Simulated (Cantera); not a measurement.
Ignition delay

Mixture: CH₃OH : O₂ : N₂ = 1 : 3 : 14.1 (molar parts), equivalence ratio 0.50, at 50000 Pa, adiabatic and at constant volume. Ignition delay is the time to a rise of 400 K.

Computed with Cantera and GRI-Mech 3.0 (53 species, 325 reactions). GRI-Mech 3.0 was tuned for natural gas; its chemistry of methanol as a main component is partial and can be far from experiment.

```csv
T0 (K),delay (ms)
1225,14.5
1275,6.90
1325,3.53
1375,1.93
1425,1.11
1475,0.679
1525,0.433
```

```json
{
  "apparent activation energy between 1425 and 1525 K": "170 kJ/mol"
}
```
